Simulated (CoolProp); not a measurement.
A simple Rankine cycle with R11: condensing at 294.15 K, boiler at 0.448 MPa, turbine inlet 348.8 K, turbine efficiency 0.65, pump efficiency 0.6, no recuperator. Each further row changes one setting.

Computed with CoolProp (reference Helmholtz-energy equation of state, Jacobsen 1992).

```json
[
 {"case": "as stated", "thermal efficiency (%)": "8.7", "net work (kJ/kg)": "18.3", "heat in (kJ/kg)": "210", "turbine exit temperature (K)": "308.9", "volume ratio over the turbine": "4.66"},
 {"case": "turbine inlet 368.8 K", "thermal efficiency (%)": "8.8", "net work (kJ/kg)": "19.7", "heat in (kJ/kg)": "223", "turbine exit temperature (K)": "328.8", "volume ratio over the turbine": "4.62"},
 {"case": "condensing temperature 286.15 K", "thermal efficiency (%)": "9.9", "net work (kJ/kg)": "21.5", "heat in (kJ/kg)": "216", "turbine exit temperature (K)": "302.6", "volume ratio over the turbine": "6.19"},
 {"case": "boiler pressure 0.314 MPa", "thermal efficiency (%)": "7.0", "net work (kJ/kg)": "14.8", "heat in (kJ/kg)": "212", "turbine exit temperature (K)": "318.7", "volume ratio over the turbine": "3.26"},
 {"case": "turbine efficiency 0.55", "thermal efficiency (%)": "7.3", "net work (kJ/kg)": "15.4", "heat in (kJ/kg)": "210", "turbine exit temperature (K)": "313.6", "volume ratio over the turbine": "4.74"}
]
```
